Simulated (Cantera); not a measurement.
Feed: 1 mol Si2H6, 20 mol NO, 8.3 mol H2, 2.6 mol N2O, at 0.480 bar.

Method: chemical equilibrium by Gibbs-energy minimisation in Cantera with the NASA 1993 tables (ideal gas, pure condensed phases). Candidate condensed phases: H2O, Si, SiO2, Si2N2O, Si3N4; 35 gas species. The feed counts by its element totals alone. The tables hold silica as quartz up to 1696 K and as liquid above; real silica turns to tridymite and cristobalite and melts near 1996 K. Gases not in the tables: Si(OH)4. The numbers say what is thermodynamically allowed, not how fast it happens.

Task: At 1425 K, list the 4 most abundant gas species with their mole fractions, and the condensed phases.

Result: N2 0.457, H2O 0.410, O2 0.132, NO 0.000503. Condensed: SiO2(β-quartz).
